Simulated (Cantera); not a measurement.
Mixture: CO : H₂ : O₂ : N₂ : CO₂ = 1 : 0.51 : 1.35 : 5.07 : 1.4 (molar parts), equivalence ratio 0.56, at 27000 Torr, adiabatic and at constant volume. Ignition delay is the time to a rise of 400 K.

Cantera simulation using GRI-Mech 3.0 (53 species, 325 reactions); the numbers are that mechanism's predictions, not measurements. The hydrogen kinetics of GRI-Mech 3.0 are dated; newer H2 mechanisms differ, most at raised pressure. The pressure lies above the range GRI-Mech 3.0 was tuned for (to about 10 atm).

Task: Predict: delay at 1173 K; delay at 1273 K; delay at 1373 K; delay at 1473 K; delay at 1573 K; delay at 1673 K; apparent activation energy between 1473 and 1673 K.

Result: 
| Property | Value |
|---|---|
| delay at 1173 K | 0.185 ms |
| delay at 1273 K | 39.0 µs |
| delay at 1373 K | 9.15 µs |
| delay at 1473 K | 2.59 µs |
| delay at 1573 K | 1.16 µs |
| delay at 1673 K | 0.733 µs |
| apparent activation energy between 1473 and 1673 K | 130 kJ/mol |
